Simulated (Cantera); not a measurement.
# Stirred combustor or abatement burner

A perfectly stirred reactor is fed with 5.21 % C2H6, 18.2 % O2, 68.8 % N2, 7.81 % CO2, equivalence ratio 1.0, at 4.50 bar; it is adiabatic with a 625 K inlet, and is followed from long to short residence time, starting on the burning branch (τ in s: 0.054, 0.021, 0.0082, 0.0032, 0.0012, 0.00049, 0.00019, 7.4e-05, 2.9e-05).

Model: GRI-Mech 3.0 (53 species, 325 reactions), integrated in Cantera.

```tsv
τ (s)	T (K)	x C2H6	x O2	x CO2	x C2H	x HCN	x HCO
0.054	2303	1.18e-7	0.00637	0.163	3.80e-9	2.91e-7	1.34e-8
0.021	2294	2.99e-7	0.00714	0.161	9.30e-9	4.52e-7	3.02e-8
0.0082	2277	7.53e-7	0.00838	0.159	2.17e-8	6.11e-7	7.10e-8
0.0032	2249	1.87e-6	0.0102	0.156	4.67e-8	7.53e-7	1.70e-7
0.0012	2206	4.69e-6	0.0128	0.151	9.22e-8	9.04e-7	4.32e-7
0.00049	2156	1.06e-5	0.0157	0.145	1.52e-7	1.11e-6	1.04e-6
0.00019	2093	2.52e-5	0.0194	0.138	2.30e-7	1.51e-6	2.71e-6
7.4e-5	2020	6.32e-5	0.0243	0.130	3.33e-7	2.27e-6	7.12e-6
2.9e-5	1911	0.000221	0.0337	0.116	5.47e-7	4.20e-6	1.93e-5
```
x: mole fraction; the columns are a selection and need not sum to one.
